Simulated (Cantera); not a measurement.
A Cantera script and its output.

```python
import numpy as np
import cantera as ct

gas = ct.Solution("gri30.yaml")
gas.TPX = 1950, 51000, {'NO': 1, 'N2': 0.14}
reactor = ct.IdealGasConstPressureReactor(gas, energy="off", clone=False)
net = ct.ReactorNet([reactor])
net.rtol, net.atol = 1e-08, 1e-18
show = ['NO', 'NO2', 'N2O', 'O2', 'N2']
times = np.geomspace(0.0002, 40, 14)

steps = ct.SolutionArray(gas, extra=["t"])
rows = []
print(f"{'t/s':>10s}{'T/K':>9s}{'P/Pa':>11s}" + "".join(f"{s:>11s}" for s in show))
for t in times:
    while net.time < t:
        t_next = net.step()
        steps.append(gas.state, t=t_next)
    rows.append([np.interp(t, steps.t, y) for y in (steps.T, steps.P, *steps(*show).X.T)])
    print(f"{t:10.3e}{rows[-1][0]:9.1f}{rows[-1][1]:11.4g}" + "".join(f"{x:11.3e}" for x in rows[-1][2:]))
rate = np.gradient(steps.T, steps.t)
print("integrator steps:", len(steps.t))
if steps.T.max() > steps.T[0] + 200:
    print(f"time of steepest temperature rise: {steps.t[rate.argmax()]:.4e} s")
gas.TPX = 1950, 51000, {'NO': 1, 'N2': 0.14}
gas.equilibrate("TP")
print(f"equilibrium (TP): T = {gas.T:.1f} K  " + "  ".join(f"{s} {gas[s].X[0]:.3e}" for s in show))
```

It prints:

```
       t/s      T/K       P/Pa         NO        NO2        N2O         O2         N2
 2.000e-04   1950.0    5.1e+04  8.771e-01  4.251e-05  5.755e-05  2.478e-06  1.228e-01
 5.114e-04   1950.0    5.1e+04  8.768e-01  1.212e-04  1.288e-04  2.047e-05  1.229e-01
 1.308e-03   1950.0    5.1e+04  8.763e-01  2.337e-04  2.399e-04  1.681e-04  1.230e-01
 3.345e-03   1950.0    5.1e+04  8.748e-01  2.797e-04  3.243e-04  8.087e-04  1.237e-01
 8.553e-03   1950.0    5.1e+04  8.712e-01  3.000e-04  3.356e-04  2.613e-03  1.255e-01
 2.187e-02   1950.0    5.1e+04  8.619e-01  3.378e-04  3.267e-04  7.234e-03  1.301e-01
 5.593e-02   1950.0    5.1e+04  8.384e-01  4.139e-04  3.056e-04  1.889e-02  1.418e-01
 1.430e-01   1950.0    5.1e+04  7.813e-01  5.352e-04  2.598e-04  4.733e-02  1.704e-01
 3.658e-01   1950.0    5.1e+04  6.551e-01  6.493e-04  1.767e-04  1.103e-01  2.335e-01
 9.353e-01   1950.0    5.1e+04  4.341e-01  5.987e-04  7.459e-05  2.209e-01  3.441e-01
 2.392e+00   1950.0    5.1e+04  1.862e-01  3.199e-04  1.343e-05  3.450e-01  4.681e-01
 6.117e+00   1950.0    5.1e+04  4.787e-02  9.012e-05  1.097e-06  4.143e-01  5.373e-01
 1.564e+01   1950.0    5.1e+04  1.315e-02  2.527e-05  3.125e-07  4.317e-01  5.547e-01
 4.000e+01   1950.0    5.1e+04  8.224e-03  1.585e-05  2.747e-07  4.342e-01  5.572e-01
integrator steps: 1307
equilibrium (TP): T = 1950.0 K  NO 8.076e-03  NO2 1.556e-05  N2O 2.739e-07  O2 4.342e-01  N2 5.572e-01
```

Model: GRI-Mech 3.0 (53 species, 325 reactions), integrated in Cantera.
